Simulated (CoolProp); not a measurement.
CHF3 (R23) at several states: fugacity coefficient from the reference equation and from simpler models built on Tc = 26.1 °C, pc = 4.832 MPa, ω = 0.263; each cubic takes its own stable root.

Values from CoolProp's reference Helmholtz-energy equation of state, Penoncello 2003.

```json
[
 {"T (°C)": "-124.65", "p (MPa)": "0.494", "phase": "liquid", "reference": "0.007552"},
 {"T (°C)": "-46.95", "p (MPa)": "2.59", "phase": "liquid", "reference": "0.1973"},
 {"T (°C)": "132.75", "p (MPa)": "0.565", "phase": "gas", "reference": "0.9861"},
 {"T (°C)": "-135.15", "p (MPa)": "0.565", "phase": "liquid", "reference": "0.002018"}
]
```

Task: How far does each simpler model (van der Waals, Redlich-Kwong, Peng-Robinson) lie from the reference over these 4 states: mean and median of the absolute difference, and the worst?

Result: 
- van der Waals: mean 2501.2 %, median 1702.5 %, worst +6599.7 % at -135.15 °C and 0.565 MPa
- Redlich-Kwong: mean 101.6 %, median 105.2 %, worst +195.8 % at -135.15 °C and 0.565 MPa
- Peng-Robinson: mean 1.6 %, median 1.7 %, worst +3.0 % at -135.15 °C and 0.565 MPa
